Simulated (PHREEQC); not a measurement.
Synthetic water in mg/L, 34 °C, pH 6.54, pe -0.4:

```tsv
constituent	mg/L
Na	83.6
K	0.401
Ca	200
Mg	6.9
Cl	147
S(6) as SO4	435
Alkalinity as HCO3	35.7
Zn	8.67
```

Valence states are taken as typed.

Equilibrium calculation in PHREEQC: ion-association model, phreeqc.dat.

```
Item                           Value
--------------------  --------------
ionic strength        0.0199 mol/kgw
specific conductance      1650 µS/cm
charge-balance error           2.8 %
```

| species | molality | activity | log γ |
|---|---|---|---|
| Cl- | 0.00415 | 0.00360 | -0.062 |
| Ca+2 | 0.00407 | 0.00237 | -0.234 |
| Na+ | 0.00360 | 0.00314 | -0.060 |
| SO4-2 | 0.00349 | 0.00201 | -0.238 |
| CaSO4 | 0.000904 | 0.000909 | 0.002 |
| HCO3- | 0.000558 | 0.000487 | -0.058 |
| CO2 | 0.000288 | 0.000289 | 0.002 |
| Mg+2 | 0.000210 | 0.000124 | -0.229 |
| Zn+2 | 9.72e-5 | 5.63e-5 | -0.237 |
| MgSO4 | 7.30e-5 | 7.34e-5 | 0.002 |
| NaSO4- | 3.83e-5 | 3.35e-5 | -0.058 |
| ZnSO4 | 2.83e-5 | 2.84e-5 | 0.002 |
| CaHCO3+ | 1.89e-5 | 1.65e-5 | -0.057 |
| K+ | 1.01e-5 | 8.74e-6 | -0.063 |

Precipitation was switched off in this run. Species that the database lacks are ignored.
